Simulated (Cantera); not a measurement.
# Pyrogenic steam for wet oxidation

An isothermal, constant-pressure homogeneous reactor starts with H2 : O2 : N2 = 0.23 : 1 : 3.8 (molar parts), at 1423 K and 338 Torr.

Computed with Cantera and GRI-Mech 3.0 (53 species, 325 reactions). The temperature is held fixed by assumption; the heat of reaction is taken as removed at once.

```
t (s)         x H2   x O2     x NO       x H    x N2O
--------  --------  -----  -------  --------  -------
1.00e-5     0.0457  0.199   <1e-12   1.78e-7   <1e-12
6.88e-5     0.0103  0.176  2.37e-7    0.0112  2.10e-8
0.000473  0.000440  0.178  4.56e-6  0.000733  2.55e-7
0.00325    1.29e-5  0.180  4.68e-6   3.71e-6  3.86e-7
0.0224     7.02e-7  0.180  4.70e-6   5.23e-8  3.89e-7
0.154      1.21e-7  0.180  4.70e-6   3.95e-9  2.02e-7
1.06       1.06e-7  0.180  4.70e-6   3.24e-9  3.23e-8
7.27       1.06e-7  0.180  4.72e-6   3.24e-9  3.16e-8
50.0       1.06e-7  0.180  4.85e-6   3.24e-9  3.16e-8
```
x: mole fraction; the columns are a selection and need not sum to one.

Equilibrium at this temperature and pressure: H2 1.06e-7, O2 0.180, NO 0.000757, H 3.24e-9, N2O 3.17e-8 (gas phase only).
